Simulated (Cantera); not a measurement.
A perfectly stirred reactor is fed with CH₄ : H₂O : H₂ : N₂ = 1 : 1.3 : 0.18 : 0.17 (molar parts), at 22000 Pa; it is held at 2200 K, and followed from long to short residence time.

Model: GRI-Mech 3.0 (53 species, 325 reactions), integrated in Cantera.

One state of this run: x CH₄ = 0.0157; x H₂O = 0.177; x H₂ = 0.579; x H = 0.00626; x CH₃ = 0.00319; x CO₂ = 0.00672. x: mole fraction; the columns are a selection and need not sum to one.

**Question.** Which value of τ (s) does it belong to?
A) 0.0011
B) 0.0028
C) 0.0071
D) 0.00045

**Answer.** C, 0.0071
